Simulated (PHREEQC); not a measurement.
Make-up at 66 °C: 0.12 mol/kgw HF, 0.023 mol/kgw NH4HF2, 0.0047 mol/kgw (NH4)2SiF6 and 0.018 mol/kgw HCl. Closed to the air; pH follows from the charge balance.

The numbers come from PHREEQC with the ion-association model, phreeqc.dat.

| quantity | before | after |
|---|---|---|
| pH | 2.16 | 2.02 |
| ionic strength (mol/kgw) | 0.0453 | 0.0484 |
| HF (mol/kgw) | 0.148 | 0.144 |
| F- (mol/kgw) | 0.00802 | 0.0103 |
| HF2- (mol/kgw) | 0.00520 | 0.00605 |
| NH3 (mol/kgw) | 2.62e-8 | 2.99e-9 |

Name the change that produced these shifts.
A. temperature from 66 to 60 °C
B. temperature from 66 to 35 °C
C. HCl from 0.018 to 0.0198 mol/kgw
D. HF from 0.12 to 0.18 mol/kgw
E. (NH4)2SiF6 replaced by (NH4)2CO3 at the same molality

B, temperature from 66 to 35 °C

No solid was allowed to form. Away from 25 °C the constants follow the database's enthalpies or fits; those with neither stay at their 25 °C values. SiF6-2 is the database's only silicon fluoride.
